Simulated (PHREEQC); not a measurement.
Solution (45 °C): 0.11 mol Cu(NO3)2 per kg of water. Closed to the air; pH follows from the charge balance.

Equilibrium calculation in PHREEQC: ion-association model, phreeqc.dat.

Each row changes one thing in this solution. This is a speciation only: nothing precipitates in the calculation.

| case | pH | ionic strength (mol/kgw) |
|---|---|---|
| as made | 3.95 | 0.330 |
| Cu(NO3)2 replaced by CuSO4 at the same molality | 4.30 | 0.219 |
| Cu(NO3)2 from 0.11 to 0.099 mol/kgw | 3.97 | 0.297 |
| diluted 2-fold with water | 4.10 | 0.165 |
| 0.075 mol/kgw MnSO4 added | 4.16 | 0.446 |
| Cu(NO3)2 replaced by Pb(NO3)2 at the same molality | 4.31 | 0.241 |
| Cu(NO3)2 replaced by NaNO3 at the same molality | 6.68 | 0.110 |
| 0.063 mol/kgw Na2SO4 added | 4.16 | 0.396 |
| Cu(NO3)2 replaced by Mn(NO3)2 at the same molality | 5.71 | 0.324 |

Away from 25 °C the constants follow the database's enthalpies or fits; those with neither stay at their 25 °C values.
